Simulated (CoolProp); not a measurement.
Aqueous ammonia as a coolant, 15 % by mass, freezing at -23.3 °C, 1 atm.

Model: Melinder's fits for secondary coolants, in CoolProp.

```csv
T (°C),conductivity (W/(m K)),viscosity (mPa s),Prandtl number,cp (kJ/(kg K))
-16.2,0.441,[?],37.7,4.253
-9.5,[?],2.97,[?],4.240
-2.8,0.464,2.33,21.3,4.229
4,0.475,1.88,[?],4.219
10.7,0.486,1.56,13.5,4.210
17.4,0.498,1.30,11.0,4.204
24.1,0.510,1.08,8.93,[?]
```

Q: Fill in the missing entries.

A: 
- -16.2, viscosity (mPa s): 3.91
- -9.5, conductivity (W/(m K)): 0.453
- -9.5, Prandtl number: 27.8
- 4, Prandtl number: 16.7
- 24.1, cp (kJ/(kg K)): 4.199
